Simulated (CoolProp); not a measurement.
50 sccm (0 °C, 1 atm) of nitrogen bubbles through liquid n-octane at 302 K and leaves saturated at a total pressure of 0.00539 MPa (ideal gas phase). Each further row changes one setting.

The numbers come from the reference Helmholtz-energy equation of state, Beckmüller 2019 in CoolProp.

```csv
case,vapour pressure (kPa),mole fraction of vapour,delivery (mg/min),delivery (sccm),change of delivery for a bath 1 K warmer (%)
as stated,2.32,0.430,192,37.8,10
bath temperature 307 K,3.03,0.562,327,64.3,13
total pressure 0.0108 MPa,2.32,0.215,69.7,13.7,7.2
```
